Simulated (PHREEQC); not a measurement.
Dissolve 64 mmol/kgw HF, 5 mmol/kgw (NH4)2SiF6 and 160 mmol/kgw H3PO4 at 20 °C. Closed to the air; pH follows from the charge balance.

The numbers come from PHREEQC with the ion-association model, phreeqc.dat.

Precipitation was switched off in this run.

**Question.** Order these F species by the share of F that they hold, largest first: SiF6-2, F-, HF2-, HF.

**Answer.** HF (65 %), SiF6-2 (32 %), F- (1.9 %), HF2- (0.85 %)

The pH is 1.50 and the ionic strength 0.0521 mol/kgw. Complexes and solids missing from the database can't appear. SiF6-2 is the database's only silicon fluoride.
